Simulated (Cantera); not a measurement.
Charge: 1 mol Si2Cl6, 3.6 mol HCl, 85 mol N2, equilibrated at 0.0750 bar.

These are equilibrium values from Cantera (NASA tables, ideal gas, pure condensed phases), not measurements of a reactor. Candidate condensed phases: NH4Cl, Si, Si3N4; 28 gas species. The feed counts by its element totals alone. N2 is the only nitrogen source here; it is nearly inert below about 1500 K, so the nitride shown seldom forms there in practice. The tables' values for SiCl3 are old estimates; treat these amounts as uncertain. The numbers say what is thermodynamically allowed, not how fast it happens.

log p: log10 of the partial pressure in bar; n: condensed amount in mol.

| T (°C) | log p N2 | log p HCl | log p SiCl4 | log p SiCl2 | n Si3N4(s) |
|---|---|---|---|---|---|
| 1077 | -1.15 | -2.57 | -2.93 | -3.99 | ___ |
| 1102 | -1.15 | -2.57 | -2.96 | -3.81 | ___ |
| 1127 | -1.15 | -2.58 | -2.99 | -3.63 | ___ |
| 1152 | -1.15 | -2.58 | -3.02 | -3.47 | ___ |
| 1177 | -1.15 | -2.58 | -3.08 | -3.32 | ___ |
| 1202 | -1.15 | -2.57 | -3.10 | -3.29 | 0 |
| 1227 | -1.15 | -2.56 | -3.12 | -3.27 | 0 |
| 1252 | -1.15 | -2.55 | -3.14 | -3.25 | 0 |

Task: Some entries are withheld; supply them.

Result: 
- 1077, n Si3N4(s): 0.0966
- 1102, n Si3N4(s): 0.0818
- 1127, n Si3N4(s): 0.0617
- 1152, n Si3N4(s): 0.0352
- 1177, n Si3N4(s): 0.00152
